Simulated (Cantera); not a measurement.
What does this Cantera script print?

```python
import numpy as np
import cantera as ct

gas = ct.Solution("gri30.yaml")
gas.TPX = 1575, 32000, {'CH4': 1, 'O2': 3.85, 'N2': 14.5, 'H2O': 0.85}
reactor = ct.IdealGasConstPressureReactor(gas, energy="on", clone=False)
net = ct.ReactorNet([reactor])
net.rtol, net.atol = 1e-08, 1e-16
show = ['CH4', 'O2', 'H2O', 'NO', 'H', 'CH2O']
times = np.geomspace(1e-06, 0.2, 13)

steps = ct.SolutionArray(gas, extra=["t"])
rows = []
print(f"{'t/s':>10s}{'T/K':>9s}{'P/Pa':>11s}" + "".join(f"{s:>11s}" for s in show))
for t in times:
    while net.time < t:
        t_next = net.step()
        steps.append(gas.state, t=t_next)
    rows.append([np.interp(t, steps.t, y) for y in (steps.T, steps.P, *steps(*show).X.T)])
    print(f"{t:10.3e}{rows[-1][0]:9.1f}{rows[-1][1]:11.4g}" + "".join(f"{x:11.3e}" for x in rows[-1][2:]))
rate = np.gradient(steps.T, steps.t)
print("integrator steps:", len(steps.t))
if steps.T.max() > steps.T[0] + 200:
    print(f"time of steepest temperature rise: {steps.t[rate.argmax()]:.4e} s")
gas.TPX = 1575, 32000, {'CH4': 1, 'O2': 3.85, 'N2': 14.5, 'H2O': 0.85}
gas.equilibrate("HP")
print(f"equilibrium (HP): T = {gas.T:.1f} K  " + "  ".join(f"{s} {gas[s].X[0]:.3e}" for s in show))
```

Output:

```
       t/s      T/K       P/Pa        CH4         O2        H2O         NO          H       CH2O
 1.000e-06   1575.0    3.2e+04  4.950e-02  1.906e-01  4.208e-02  8.787e-18  1.693e-08  6.334e-11
 2.765e-06   1575.0    3.2e+04  4.950e-02  1.906e-01  4.208e-02  1.367e-16  2.776e-08  5.866e-10
 7.647e-06   1575.0    3.2e+04  4.950e-02  1.906e-01  4.208e-02  1.239e-15  3.203e-08  5.679e-09
 2.115e-05   1575.0    3.2e+04  4.950e-02  1.906e-01  4.208e-02  5.849e-15  3.460e-08  5.381e-08
 5.848e-05   1575.0    3.2e+04  4.950e-02  1.906e-01  4.208e-02  2.330e-14  4.233e-08  4.903e-07
 1.617e-04   1574.9    3.2e+04  4.948e-02  1.906e-01  4.209e-02  1.158e-13  7.183e-08  4.860e-06
 4.472e-04   1575.0    3.2e+04  4.931e-02  1.905e-01  4.219e-02  9.871e-13  2.870e-07  6.170e-05
 1.237e-03   1623.7    3.2e+04  3.867e-02  1.818e-01  5.125e-02  4.056e-10  7.900e-05  2.074e-03
 3.420e-03   2381.5    3.2e+04  4.864e-19  8.936e-02  1.266e-01  3.707e-04  2.493e-03  2.903e-12
 9.457e-03   2416.2    3.2e+04  4.519e-19  8.877e-02  1.289e-01  1.560e-03  1.683e-03  2.306e-12
 2.615e-02   2412.6    3.2e+04  4.399e-19  8.744e-02  1.290e-01  4.370e-03  1.645e-03  2.256e-12
 7.232e-02   2406.6    3.2e+04  4.204e-19  8.529e-02  1.293e-01  8.913e-03  1.584e-03  2.176e-12
 2.000e-01   2403.3    3.2e+04  4.098e-19  8.411e-02  1.295e-01  1.142e-02  1.551e-03  2.132e-12
integrator steps: 1652
time of steepest temperature rise: 1.3558e-03 s
equilibrium (HP): T = 2403.2 K  CH4 6.013e-19  O2 8.404e-02  H2O 1.295e-01  NO 1.156e-02  H 1.549e-03  CH2O 2.130e-12
```

Cantera simulation using GRI-Mech 3.0 (53 species, 325 reactions); the numbers are that mechanism's predictions, not measurements.
